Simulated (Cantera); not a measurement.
**Carbothermic reduction: Fe2O3 + CO + H2**

A closed system holds: 1 mol Fe2O3, 1.3 mol CO, 0.27 mol H2, held at 1248 K and 13.3 mbar.

These are equilibrium values from Cantera (NASA tables, ideal gas, pure condensed phases), not measurements of a reactor. Candidate condensed phases: C, C6H6, C7H8, C8H18, Fe, Fe(CO)5, FeO, Fe(OH)2, Fe(OH)3, Fe2O3, Fe3O4, H2O; 114 gas species. The tables' stoichiometric FeO is somewhat more stable than real wüstite, so its field is too wide. FeO: taken at fixed stoichiometry. Kinetics and transport are ignored.

The x(CO2) is 0.514 and the x(CO) is 0.315. The x(H2O) comes out as 0.123 and the x(H2) comes out as 0.0485. The n(FeO(s)) comes out as 2.00 mol, the gas amount is 1.570 mol and the log10 activity of Fe(γ) (absent) is -0.93. The log10 activity of C(graphite) (absent) is -4.60 and the log10 activity of Fe(OH)2(s) (absent) is -8.07.
